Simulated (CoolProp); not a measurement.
Vapour-liquid equilibrium of propylene (1) + R114 (2) at 298.6 K; x and y are mole fractions of (1).

Values from CoolProp's multi-fluid Helmholtz-energy mixture model, Lemmon 2013 and Platzer 1990; pair parameters Bell 2016. This equation is an older, rougher fit; its heat capacities, sound speeds and derivatives of the liquid may be far off and weren't checked against measurements.

### Question
Give the bubble pressure and the first vapour's composition at x = 0.05, 0.125, 0.725. Is there an azeotrope?

### Answer
x = 0.05: 0.2782 MPa, y = 0.241; x = 0.125: 0.3687 MPa, y = 0.455; x = 0.725: 0.9414 MPa, y = 0.899. No azeotrope shows between x = 0.05 and 0.95.

The pair parameters rest on a limited set of measurements; away from them the model extrapolates.
